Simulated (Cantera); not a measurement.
Feed: 1 mol SiH2Cl2, 0.04 mol C3H8, 5.4 mol H2, at 3.60 Torr.

Points: T (K) = 1023, 1048, 1073, 1098, 1123, 1148, 1173, 1198, 1223, 1248, 1273, 1298, 1323, 1348.

Cantera's Mixture.equilibrate('TP', solver="vcs", rtol=1e-11, max_steps=5000) on the NASA tables stopped like this:

```
ERROR: FAILURE its = 5001!

*******************************************************************************
CanteraError thrown by MultiPhase::equilibrate:
VCS solver failed. Return code: -1
*******************************************************************************
```

**Question.** What got this run through?

**Answer.** Several could match; the one computed here: The failure is numerical, not chemical. The same input converged with solver="gibbs", rtol=1e-10, max_steps=50000, and the result passed a check of the equilibrium conditions:
```
log10 of partial pressures in bar; condensed amounts in mol
       T/K        H2       HCL     SiCL2     SiCL4    SiHCL3     SiCL3   SiH2CL2    Si(cr)    SiC(b)
      1023    -2.368    -3.677    -4.736    -3.633    -4.396    -4.846    -6.116    0.4238      0.12
      1048    -2.372    -3.601    -4.560    -3.665    -4.426    -4.744    -6.131    0.4317      0.12
      1073    -2.376    -3.531    -4.398    -3.705    -4.461    -4.654    -6.150    0.4385      0.12
      1098    -2.380    -3.468    -4.249    -3.756    -4.505    -4.577    -6.176    0.4434      0.12
      1123    -2.384    -3.412    -4.115    -3.820    -4.558    -4.515    -6.208    0.4459      0.12
      1148    -2.389    -3.363    -3.996    -3.899    -4.622    -4.469    -6.248    0.4456      0.12
      1173    -2.394    -3.322    -3.893    -3.995    -4.700    -4.441    -6.297    0.4425      0.12
      1198    -2.398    -3.288    -3.805    -4.110    -4.791    -4.431    -6.355     0.437      0.12
      1223    -2.402    -3.261    -3.734    -4.244    -4.896    -4.440    -6.423      0.43      0.12
      1248    -2.405    -3.241    -3.677    -4.397    -5.014    -4.466    -6.499    0.4222      0.12
      1273    -2.408    -3.227    -3.633    -4.564    -5.144    -4.507    -6.582    0.4146      0.12
      1298    -2.410    -3.217    -3.600    -4.743    -5.281    -4.560    -6.670    0.4075      0.12
      1323    -2.411    -3.212    -3.575    -4.929    -5.423    -4.621    -6.761    0.4012      0.12
      1348    -2.412    -3.208    -3.556    -5.117    -5.567    -4.687    -6.854    0.3957      0.12
```

The gas is ideal and each condensed phase is pure. Mutual solubility and eutectic melting of coexisting phases are not modelled. The tables' values for SiCl3 are old estimates; treat these amounts as uncertain.
